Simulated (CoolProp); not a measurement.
Vapour-liquid equilibrium of cyclopropane (1) + R134a (2) at 304.8 K; x and y are mole fractions of (1).

Model: multi-fluid Helmholtz-energy mixture model, Polt 1992 and Tillner-Roth 1994; pair parameters Bell 2016, in CoolProp. This equation is an older, rougher fit; its heat capacities, sound speeds and derivatives of the liquid may be far off and weren't checked against measurements.

Task: Give the bubble pressure and the first vapour's composition at x = 0.35, 0.65, 0.95. Is there an azeotrope?

Result: x = 0.35: 1.093 MPa, y = 0.437; x = 0.65: 1.116 MPa, y = 0.602; x = 0.95: 0.9398 MPa, y = 0.888. y crosses x between x = 0.45 and 0.55: the model has an azeotrope there.

Pair parameters are fitted to limited data, so mixtures are less certain than the pure fluids.
